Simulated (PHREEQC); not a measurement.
Dissolve 1.1 mmol/kgw NaH2PO4 and 1.5 mmol/kgw H2SO4 at 25 °C. Closed to the air; pH follows from the charge balance.

Equilibrium calculation in PHREEQC: ion-association model, phreeqc.dat.

**Question.** The ionic strength comes out as 0.00486 mol/kgw. What activity coefficients do NaSO4-, Na+, SO4-2, HSO4-, H+ get?

**Answer.** NaSO4- 0.93, Na+ 0.93, SO4-2 0.74, HSO4- 0.93, H+ 0.94.

Precipitation was switched off in this run. Species that the database lacks are ignored.
